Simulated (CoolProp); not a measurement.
Model: reference Helmholtz-energy equation of state, Lemmon 2006, in CoolProp. It is a short technical equation, of lower accuracy than the large ones.

**Question.** Give the vapour pressure (MPa), vapour Z, surface tension (mN/m) of saturated toluene at 498 K.

**Answer.** 
```tsv
T (K)	p (MPa)	vapour Z	surface tension (mN/m)
498	1.14	0.780	6.39
```

Surface tension comes from a separate correlation (Mulero 2012).
